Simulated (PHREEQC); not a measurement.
A solution holds 20 mmol/kgw Li2CO3, at 35 °C. Closed to the air; pH follows from the charge balance.

Model: acid-base model without metal-ligand complexes, phreeqc.dat, run in PHREEQC.

This is a speciation only: nothing precipitates in the calculation.

**Question.** What pH, ionic strength does the model give?

**Answer.** pH 10.91; ionic strength 0.0579 mol/kgw.

**Question.** In which forms is C present?

**Answer.** CO3-2 89 %, HCO3- 11 % of the C.

Species that the database lacks are ignored.
